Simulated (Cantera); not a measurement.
A Cantera script and its output.

```python
import numpy as np
import cantera as ct

gas = ct.Solution("gri30.yaml", transport_model="mixture-averaged")
show = ['NH3', 'N2', 'O']

rows = []
print(f"{'T/K':>7s}{'rho':>11s}{'cp':>10s}{'mu':>11s}{'lambda':>11s}{'Pr':>7s}" + "".join(f"{'D_' + s:>11s}" for s in show))
for T in [400, 550, 700, 850, 1000, 1150]:
    gas.TPX = T, 100000, {'C2H2': 0.29, 'CH3OH': 0.33, 'NH3': 0.63, 'C2H6': 0.84}
    Pr = gas.cp_mass * gas.viscosity / gas.thermal_conductivity
    D = [gas.mix_diff_coeffs_mole[gas.species_index(s)] for s in show]
    rows.append([gas.density, gas.cp_mass, gas.viscosity, gas.thermal_conductivity, Pr, *D])
    print(f"{T:7g}{gas.density:11.4e}{gas.cp_mass:10.1f}{gas.viscosity:11.4e}"
          f"{gas.thermal_conductivity:11.4e}{Pr:7.3f}" + "".join(f"{d:11.4e}" for d in D))
print("SI units: kg/m3, J/kg/K, Pa s, W/m/K, m2/s")
```

It prints:

```
    T/K        rho        cp         mu     lambda     Pr      D_NH3       D_N2        D_O
    400 7.7851e-01    2044.1 1.3065e-05 3.6659e-02  0.728 2.6801e-05 2.9068e-05 4.5022e-05
    550 5.6619e-01    2498.5 1.7509e-05 5.9252e-02  0.738 4.9736e-05 5.1446e-05 7.9192e-05
    700 4.4486e-01    2886.7 2.1567e-05 8.3545e-02  0.745 7.8304e-05 7.8440e-05 1.2031e-04
    850 3.6636e-01    3195.0 2.5298e-05 1.0833e-01  0.746 1.1186e-04 1.0960e-04 1.6771e-04
   1000 3.1140e-01    3473.3 2.8758e-05 1.3301e-01  0.751 1.4994e-04 1.4461e-04 2.2094e-04
   1150 2.7079e-01    3696.3 3.1994e-05 1.5727e-01  0.752 1.9219e-04 1.8323e-04 2.7964e-04
SI units: kg/m3, J/kg/K, Pa s, W/m/K, m2/s
```

Model: GRI-Mech 3.0 (53 species, 325 reactions), integrated in Cantera. Polar gases are described roughly by these parameters. The composition is frozen, though it would react at the higher temperatures.
